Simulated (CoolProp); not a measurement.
Vapour-liquid equilibrium of cyclohexane (1) + ethylbenzene (2) at 1.11 MPa; x and y are mole fractions of (1).

The numbers come from the multi-fluid Helmholtz-energy mixture model, Zhou 2014 and Zhou 2012; pair parameters Bell 2016 in CoolProp.

| x | bubble temperature (°C) | y at the bubble point | dew temperature at overall composition x (°C) | liquid density (mol/L) |
|---|---|---|---|---|
| 0.05 | 250.0 | 0.105 | 252.8 | 5.921 |
| 0.15 | 240.1 | 0.288 | 247.7 | 6.072 |
| 0.25 | 231.1 | 0.439 | [?] | 6.212 |
| 0.35 | 223.0 | 0.561 | 236.5 | 6.342 |
| 0.45 | 215.9 | 0.660 | [?] | 6.463 |
| 0.55 | 209.7 | 0.741 | 223.8 | 6.577 |
| 0.65 | 204.1 | 0.811 | 216.7 | 6.685 |
| 0.75 | 199.1 | [?] | 209.0 | 6.791 |
| 0.85 | [?] | 0.925 | 200.8 | 6.898 |
| 0.95 | 190.2 | 0.975 | 192.3 | [?] |

### Question
What belongs in the gaps?

### Answer

- 0.25, dew temperature at overall composition x (°C): 242.2
- 0.45, dew temperature at overall composition x (°C): 230.4
- 0.75, y at the bubble point: 0.871
- 0.85, bubble temperature (°C): 194.5
- 0.95, liquid density (mol/L): 7.007

No azeotrope shows between x = 0.05 and 0.95.

Pair parameters are fitted to limited data, so mixtures are less certain than the pure fluids.
